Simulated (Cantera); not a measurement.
Gas mixture: 23.5 % H2O, 76.5 % N2O, at 1.00 bar, frozen composition.

Cantera's kinetic-theory transport with the Lennard-Jones parameters of GRI-Mech 3.0, ideal gas; thermal conductivity in the multicomponent form. Polar gases are described roughly by these parameters. The composition is frozen, though it would react at the higher temperatures.

One state of this run: ρ (kg/m³) = 0.276; cp (J/kg/K) = 1509; μ (µPa s) = 57.2; λ (mW/m/K) = 125; Pr = 0.692; D (cm²/s) CO2 = 2.61; D (cm²/s) N2 = 3.32; D (cm²/s) NO = 3.25. D: mixture-averaged diffusion coefficient of that species in the mixture.

Task: Which value of T (K) does it belong to?
A. 1150
B. 2150
C. 1650
D. 650

Result: C, 1650
